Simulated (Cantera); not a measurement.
# Hydrocarbon pyrolysis for carbon deposition

An isothermal, constant-pressure homogeneous reactor starts with CH4 : H2 = 1 : 5.6 (molar parts), at 1898 K and 10.00 Torr.

Cantera simulation using GRI-Mech 3.0 (53 species, 325 reactions); the numbers are that mechanism's predictions, not measurements. GRI-Mech 3.0 stops at C3 and has no aromatics, soot or wall deposition, so with more carbon than oxygen in the feed, carbon stays in small species such as C2H2 where larger ones or solid carbon would form. Radical loss at walls, strong at low pressure, is not modelled.

```json
[
 {"t (s)": "0.000400", "x CH4": "0.151", "x H2": "0.848", "x C2H": "<1e-12", "x C2H4": "1.11e-6", "x H": "0.000114"},
 {"t (s)": "0.000985", "x CH4": "0.150", "x H2": "0.848", "x C2H": "4.28e-12", "x C2H4": "1.68e-5", "x H": "0.000278"},
 {"t (s)": "0.00243", "x CH4": "0.148", "x H2": "0.848", "x C2H": "5.34e-10", "x C2H4": "0.000216", "x H": "0.000692"},
 {"t (s)": "0.00598", "x CH4": "0.138", "x H2": "0.852", "x C2H": "5.06e-8", "x C2H4": "0.00148", "x H": "0.00168"},
 {"t (s)": "0.0147", "x CH4": "0.0984", "x H2": "0.873", "x C2H": "7.51e-7", "x C2H4": "0.00161", "x H": "0.00272"},
 {"t (s)": "0.0363", "x CH4": "0.0507", "x H2": "0.901", "x C2H": "1.89e-6", "x C2H4": "0.000494", "x H": "0.00316"},
 {"t (s)": "0.0894", "x CH4": "0.0197", "x H2": "0.918", "x C2H": "3.01e-6", "x C2H4": "0.000101", "x H": "0.00379"},
 {"t (s)": "0.220", "x CH4": "0.00587", "x H2": "0.926", "x C2H": "4.22e-6", "x C2H4": "2.14e-5", "x H": "0.00480"},
 {"t (s)": "0.543", "x CH4": "0.00151", "x H2": "0.928", "x C2H": "5.36e-6", "x C2H4": "1.11e-5", "x H": "0.00593"},
 {"t (s)": "1.34", "x CH4": "0.000433", "x H2": "0.928", "x C2H": "5.91e-6", "x C2H4": "1.00e-5", "x H": "0.00648"},
 {"t (s)": "3.30", "x CH4": "0.000164", "x H2": "0.928", "x C2H": "6.00e-6", "x C2H4": "9.91e-6", "x H": "0.00656"},
 {"t (s)": "8.12", "x CH4": "9.60e-5", "x H2": "0.928", "x C2H": "6.01e-6", "x C2H4": "9.90e-6", "x H": "0.00657"},
 {"t (s)": "20.0", "x CH4": "8.84e-5", "x H2": "0.928", "x C2H": "6.01e-6", "x C2H4": "9.90e-6", "x H": "0.00657"}
]
```
x: mole fraction; the columns are a selection and need not sum to one.

Equilibrium at this temperature and pressure: CH4 8.83e-5, H2 0.928, C2H 6.01e-6, C2H4 9.90e-6, H 0.00657 (gas phase only).
